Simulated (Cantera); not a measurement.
Cantera with NASA thermochemical tables; ideal gases at 1 bar, condensed phases pure. Values are per mole of reaction as written; species without (g) are pure solids or liquids, kept so even where they would boil at 1 bar.

a) Fe + Cl₂(g) = FeCl₂(g)
b) 0.6667 Al + Cl₂(g) = 0.6667 AlCl₃(g)
c) 0.6667 B + Cl₂(g) = 0.6667 BCl₃(g)

Question: Order these by ΔG° at 2000 K, most negative first.

Answer: b (-311 kJ), a (-217 kJ), c (-201 kJ)
